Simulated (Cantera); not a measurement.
A closed system holds: 1 mol C2H2, 0.047 mol NH3, 0.62 mol H2, at 0.000830 bar.

Equilibrium computed with Cantera from the NASA thermochemical tables; the gas is ideal and each condensed phase is pure. Candidate condensed phases: C, C6H6, C7H8, C8H18; 92 gas species. The numbers say what is thermodynamically allowed, not how fast it happens.

Task: At 1800 K, list the 6 most abundant gas species with their mole fractions, and the condensed phases.

Result: H2 0.974, N2 0.0133, H 0.0123, HCN 0.000698, C2H2 (acetylene) 0.000171, HNC 2.65e-5. Condensed: C(graphite).
